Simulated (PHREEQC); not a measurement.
Synthetic water in mmol/kgw, 82 °C, pH 6.36, pe 10.7:

```csv
constituent,mmol/kgw
Na,152
K,3.12
Ca,10.6
Mg,6.23
Cl,182
S(6),6.02
Alkalinity (meq/kgw),0.0304
N(5),0.0404
```

Valence states are taken as typed.

All values are PHREEQC results (ion-association model, wateq4f.dat), not measurements.

No solid was allowed to form.

What activity of water does the model give?

activity of water 0.994.

In which forms is C present?

HCO3- 55 %, CO2 37 %, CaHCO3+ 2.9 %, NaHCO3 2.3 %, MgHCO3+ 1.8 % of the C.

Species that the database lacks are ignored. Away from 25 °C the constants follow the database's enthalpies or fits; those with neither stay at their 25 °C values.
